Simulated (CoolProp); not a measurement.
Model: reference Helmholtz-energy equation of state, Lemmon 2005, in CoolProp. It is a short technical equation, of lower accuracy than the large ones.

For cis-2-butene, give the phase and the cp (kJ/(kg K)), cv (kJ/(kg K)) at -58.55 °C and 22.9 MPa; -66.75 °C and 0.393 MPa.


- -58.55 °C and 22.9 MPa: liquid; cp 1.97, cv 1.36
- -66.75 °C and 0.393 MPa: liquid; cp 1.99, cv 1.34
